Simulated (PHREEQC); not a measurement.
Dissolve 0.014 mol/kgw MgCl2, 5.9e-05 mol/kgw NaF and 0.0063 mol/kgw KCl at 20 °C. Closed to the air; pH follows from the charge balance.

Computed with PHREEQC (ion-association model, phreeqc.dat).

Q: The ionic strength comes out as 0.0483 mol/kgw. What activity coefficients do K+, Mg+2, F-, MgF+, Cl- get?

A: K+ 0.82, Mg+2 0.49, F- 0.81, MgF+ 0.82, Cl- 0.82.

Precipitation was switched off in this run. Species that the database lacks are ignored.
